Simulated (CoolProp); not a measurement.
Vapour pressure (MPa) of propylene: the reference equation beside estimates from Tc = 364.2 K, pc = 4.555 MPa, ω = 0.146. Clausius-Clapeyron is anchored at 256.6 K with a constant enthalpy of vaporisation of 16.88 kJ/mol.

Values from CoolProp's reference Helmholtz-energy equation of state, Lemmon 2013.

```tsv
T (K)	reference	Lee-Kesler	Clausius-Clapeyron	Redlich-Kwong
251.8	0.2914	0.2912	0.2962	0.3583
256.6	0.3444	0.3446	0.3444	0.4205
261.3	0.4031	0.4037	0.3971	0.4886
266.1	0.4704	0.4715	0.4569	0.5659
270.9	0.5458	0.5474	0.5230	0.6515
275.7	0.6298	0.6319	0.5959	0.7458
280.5	0.7230	0.7255	0.6759	0.8494
285.3	0.8260	0.8289	0.7635	0.9626
290.1	0.9393	0.9426	0.8589	1.086
294.9	1.064	1.067	0.9625	1.220
```

Absolute difference from the reference over all 10 rows, mean and median: Lee-Kesler 0.2 and 0.3 %, Clausius-Clapeyron 4.8 and 4.8 %, Redlich-Kwong 18.9 and 18.9 %.
